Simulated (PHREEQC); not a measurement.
**Copper plating or etch bath (model solution)**

A solution holds 0.01 mol/kgw CuCl2, 0.00023 mol/kgw HBF4 and 0.15 mol/kgw H3BO3, at 51 °C. Closed to the air; pH follows from the charge balance.

The numbers come from PHREEQC with the ion-association model, wateq4f.dat.

Each row changes one thing in this solution. This is a speciation only: nothing precipitates in the calculation.

```json
[
 {"case": "as made", "pH": "3.37", "ionic strength (mol/kgw)": "0.0288", "F- (mol/kgw)": "0.000248", "HF (mol/kgw)": "0.000217", "BF2(OH)2- (mol/kgw)": "0.000179", "BF(OH)3- (mol/kgw)": "1.93e-5"},
 {"case": "diluted 100-fold with water", "pH": "5.04", "ionic strength (mol/kgw)": "0.000309", "F- (mol/kgw)": "8.98e-6", "HF (mol/kgw)": "1.98e-7", "BF2(OH)2- (mol/kgw)": "5.80e-11", "BF(OH)3- (mol/kgw)": "6.90e-9"},
 {"case": "CuCl2 left out", "pH": "3.36", "ionic strength (mol/kgw)": "0.000452", "F- (mol/kgw)": "0.000231", "HF (mol/kgw)": "0.000244", "BF2(OH)2- (mol/kgw)": "0.000184", "BF(OH)3- (mol/kgw)": "1.78e-5"},
 {"case": "diluted 10-fold with water", "pH": "4.13", "ionic strength (mol/kgw)": "0.00305", "F- (mol/kgw)": "7.63e-5", "HF (mol/kgw)": "1.31e-5", "BF2(OH)2- (mol/kgw)": "3.26e-7", "BF(OH)3- (mol/kgw)": "5.87e-7"},
 {"case": "0.022 mol/kgw NaF added", "pH": "5.58", "ionic strength (mol/kgw)": "0.0452", "F- (mol/kgw)": "0.0139", "HF (mol/kgw)": "7.21e-5", "BF2(OH)2- (mol/kgw)": "0.00329", "BF(OH)3- (mol/kgw)": "0.00106"},
 {"case": "CuCl2 from 0.01 to 0.002 mol/kgw", "pH": "3.37", "ionic strength (mol/kgw)": "0.00636", "F- (mol/kgw)": "0.000240", "HF (mol/kgw)": "0.000232", "BF2(OH)2- (mol/kgw)": "0.000183", "BF(OH)3- (mol/kgw)": "1.85e-5"},
 {"case": "H3BO3 from 0.15 to 0.015 mol/kgw", "pH": "3.36", "ionic strength (mol/kgw)": "0.0288", "F- (mol/kgw)": "0.000397", "HF (mol/kgw)": "0.000354", "BF2(OH)2- (mol/kgw)": "4.73e-5", "BF(OH)3- (mol/kgw)": "3.13e-6"},
 {"case": "H3BO3 from 0.15 to 0.225 mol/kgw", "pH": "3.37", "ionic strength (mol/kgw)": "0.0288", "F- (mol/kgw)": "0.000218", "HF (mol/kgw)": "___", "BF2(OH)2- (mol/kgw)": "0.000207", "BF(OH)3- (mol/kgw)": "2.54e-5"},
 {"case": "HBF4 replaced by NaF at the same molality", "pH": "4.51", "ionic strength (mol/kgw)": "0.0285", "F- (mol/kgw)": "0.000174", "HF (mol/kgw)": "___", "BF2(OH)2- (mol/kgw)": "6.35e-6", "BF(OH)3- (mol/kgw)": "1.35e-5"}
]
```

Task: What belongs in the gaps?

Result: 
- H3BO3 from 0.15 to 0.225 mol/kgw, HF (mol/kgw): 0.000190
- HBF4 replaced by NaF at the same molality, HF (mol/kgw): 1.10e-5

Complexes and solids missing from the database can't appear. Some of these states are supersaturated (in Atacamite, Cu(OH)2, for instance). Away from 25 °C the constants follow the database's enthalpies or fits; those with neither stay at their 25 °C values. Real BF4- forms and hydrolyses slowly; the run takes it at equilibrium.
